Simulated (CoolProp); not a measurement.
20 sccm (0 °C, 1 atm) of nitrogen bubbles through liquid octamethylcyclotetrasiloxane (D4) at 307.1 K and leaves saturated at a total pressure of 0.00529 MPa (ideal gas phase). Each further row changes one setting.

Values from CoolProp's reference Helmholtz-energy equation of state, Thol 2015.

```csv
case,vapour pressure (kPa),mole fraction of vapour,delivery (mg/min),delivery (sccm),change of delivery for a bath 1 K warmer (%)
as stated,0.255,0.0483,13.4,1.01,?
bath temperature 312.1 K,0.358,0.0676,?,?,7.3
total pressure 0.0106 MPa,0.255,?,?,0.494,7.3
```

Q: Fill in the missing entries.

A: 
- as stated, change of delivery for a bath 1 K warmer (%): 7.5
- bath temperature 312.1 K, delivery (mg/min): 19.2
- bath temperature 312.1 K, delivery (sccm): 1.45
- total pressure 0.0106 MPa, mole fraction of vapour: 0.0241
- total pressure 0.0106 MPa, delivery (mg/min): 6.53
